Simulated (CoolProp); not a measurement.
Aqueous sodium chloride as a coolant, 8 % by mass, freezing at -5.1 °C, 1 atm.

Computed with CoolProp (Melinder's fits for secondary coolants).

```json
[
 {"T (°C)": "-1.6", "density (kg/m³)": "1062", "cp (kJ/(kg K))": "3.767", "Prandtl number": "14.2", "viscosity (mPa s)": "2.09"},
 {"T (°C)": "3.7", "density (kg/m³)": "1060", "cp (kJ/(kg K))": "3.776", "Prandtl number": "11.9", "viscosity (mPa s)": "1.78"},
 {"T (°C)": "9", "density (kg/m³)": "1059", "cp (kJ/(kg K))": "3.784", "Prandtl number": "10.1", "viscosity (mPa s)": "1.52"},
 {"T (°C)": "14.3", "density (kg/m³)": "1058", "cp (kJ/(kg K))": "3.792", "Prandtl number": "8.61", "viscosity (mPa s)": "1.32"},
 {"T (°C)": "19.6", "density (kg/m³)": "1056", "cp (kJ/(kg K))": "3.799", "Prandtl number": "7.45", "viscosity (mPa s)": "1.16"},
 {"T (°C)": "24.9", "density (kg/m³)": "1054", "cp (kJ/(kg K))": "3.806", "Prandtl number": "6.52", "viscosity (mPa s)": "1.03"},
 {"T (°C)": "30.3", "density (kg/m³)": "1052", "cp (kJ/(kg K))": "3.813", "Prandtl number": "5.75", "viscosity (mPa s)": "0.916"}
]
```
